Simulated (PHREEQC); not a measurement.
Polishing slurry liquid: speciation

Consider water at 89 °C with 0.031 mol HNO3, 0.00038 mol KNO3 and 6.8e-05 mol CO2 per kg of water. Closed to the air; pH follows from the charge balance.

The numbers come from PHREEQC with the ion-association model, phreeqc.dat.

```json
{
  "pH": "1.58",
  "ionic_strength": "0.0314 mol/kgw",
  "specific_conductance": "32200 µS/cm",
  "total_alkalinity": "-31.0 meq/kg"
}
```

| species | molality | activity | log γ |
|---|---|---|---|
| NO3- | 0.0314 | 0.0256 | -0.088 |
| H+ | 0.0310 | 0.0266 | -0.067 |
| K+ | 0.000380 | 0.000313 | -0.085 |
| CO2 | 6.80e-5 | 6.85e-5 | 0.003 |
| HCO3- | 1.30e-9 | 1.09e-9 | -0.078 |

No solid was allowed to form. Species that the database lacks are ignored. At this temperature some constants are extrapolated from 25 °C, and those without enthalpy data are left unchanged.
